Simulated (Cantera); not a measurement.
Feed: 1 mol TiO₂, 37 mol HCl, 4.5 mol H₂, equilibrated at 1948 K and 8.30 mbar.

These are equilibrium values from Cantera (NASA tables, ideal gas, pure condensed phases), not measurements of a reactor. Candidate condensed phases: H₂O, Ti, TiCl₂, TiCl₃, TiCl₄, TiO, TiO₂, Ti₂O₃, Ti₃O₅, Ti₄O₇; 23 gas species. The tables' values for TiCl₂ are old estimates; treat these amounts as uncertain. The numbers say what is thermodynamically allowed, not how fast it happens.

Base state: HCl 0.852, H₂ 0.109, Cl 0.0240, H₂O 0.00961, H 0.00409, TiCl₃ 0.000791, TiOCl₂ 0.000247, TiCl₂ 8.64e-5 (mole fractions); condensed: Ti₃O₅(s).

What changes in the equilibrium state with this change: HCl from 37 to 1.2 mol?


| species | before | after |
|---|---|---|
| H₂ | 0.109 | 0.722 |
| HCl | 0.852 | 0.207 |
| H₂O | 0.00961 | 0.0580 |
| Cl | 0.0240 | 0.00226 |
| H | 0.00409 | 0.0105 |
| TiOCl₂ | 0.000247 | 2.34e-6 |
| TiCl₄ | 5.87e-5 | 5.43e-9 |
| TiCl₃ | 0.000791 | 7.75e-7 |
| Cl₂ | 1.32e-5 | 1.18e-7 |
| TiCl₂ | 8.64e-5 | 8.99e-7 |
| Ti₃O₅(s), mol | 0.317 | 0.333 |

What changes in the equilibrium state with this change: pressure from 8.30 mbar to 0.370 bar?


| species | before | after |
|---|---|---|
| HCl | 0.852 | 0.873 |
| H₂ | 0.109 | 0.104 |
| H₂O | 0.00961 | 0.0140 |
| Cl | 0.0240 | 0.00378 |
| TiCl₃ | 0.000791 | 0.00293 |
| TiCl₄ | 5.87e-5 | 0.00152 |
| H | 0.00409 | 0.000598 |
| OH | 3.27e-5 | 7.32e-6 |
| TiCl₂ | 8.64e-5 | 4.56e-5 |
| TiOCl₂ | 0.000247 | 0.000200 |
| Ti₃O₅(s), mol | 0.317 | 0 |
| Ti₄O₇(s), mol | 0 | 0.201 |
Condensed phases not in the tables: Magnéli phases beyond Ti₄O₇.

What changes in the equilibrium state with this change: H₂ from 4.5 to 0.53 mol?


```tsv
species	before	after
HCl	0.852	0.909
Cl	0.0240	0.0471
H₂	0.109	0.0322
TiCl₃	0.000791	0.00128
Cl₂	1.32e-5	5.09e-5
TiCl₄	5.87e-5	0.000187
TiOCl₂	0.000247	0.000495
H	0.00409	0.00223
Ti₃O₅(s), mol	0.317	0
TiO₂(rutile), mol	0	0.403
Ti₄O₇(s), mol	0	0.130
```
Mutual solubility and eutectic melting of coexisting phases are not modelled. Condensed phases not in the tables: Magnéli phases beyond Ti₄O₇.
